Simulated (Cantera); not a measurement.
## Fluorocarbon and chlorocarbon gases: CH3F + H2

Feed: 1 mol CH3F, 0.099 mol H2, at 1.10 Pa.

Method: chemical equilibrium by Gibbs-energy minimisation in Cantera with the NASA 1993 tables (ideal gas, pure condensed phases). Candidate condensed phases: C, C6H6, C7H8, C8H18; 95 gas species. Kinetics and transport are ignored.

From 700 K to 2500 K the condensed part is C(graphite). At 2650 K nothing is condensed. The main C-bearing gas is CH4 at 700 K and C3 at 2650 K.

```tsv
T (K)	x H	x H2	x HF	x F	x C	x C3	x C2	x CF	n C(graphite)
700	5.51e-12	0.524	0.476	<1e-12	<1e-12	<1e-12	<1e-12	<1e-12	1.000
850	4.47e-9	0.524	0.476	<1e-12	<1e-12	<1e-12	<1e-12	<1e-12	1.000
1000	4.95e-7	0.524	0.476	<1e-12	<1e-12	<1e-12	<1e-12	<1e-12	1.000
1150	1.63e-5	0.524	0.476	1.51e-11	<1e-12	<1e-12	<1e-12	<1e-12	1.00
1300	0.000241	0.523	0.476	1.14e-9	<1e-12	<1e-12	<1e-12	<1e-12	1.000
1450	0.00206	0.522	0.476	3.55e-8	<1e-12	<1e-12	<1e-12	3.68e-12	1.000
1600	0.0118	0.515	0.474	5.85e-7	5.72e-11	1.06e-11	<1e-12	2.24e-10	1.000
1750	0.0489	0.486	0.465	6.02e-6	5.84e-9	2.16e-9	1.77e-10	6.75e-9	1.000
1900	0.153	0.407	0.440	4.42e-5	2.86e-7	1.88e-7	1.57e-8	1.22e-7	0.999
2050	0.348	0.258	0.393	0.000265	7.92e-6	8.37e-6	7.14e-7	1.57e-6	0.998
2200	0.550	0.105	0.343	0.00155	0.000139	0.000220	1.92e-5	1.76e-5	0.996
2350	0.647	0.0296	0.308	0.00928	0.00169	0.00375	0.000336	0.000185	0.954
2500	0.647	0.00728	0.236	0.0437	0.0151	0.0452	0.00416	0.00143	0.421
2650	0.640	0.00205	0.122	0.115	0.0539	0.0539	0.0100	0.00295	0
```
x: gas mole fraction; n: condensed amount in mol.
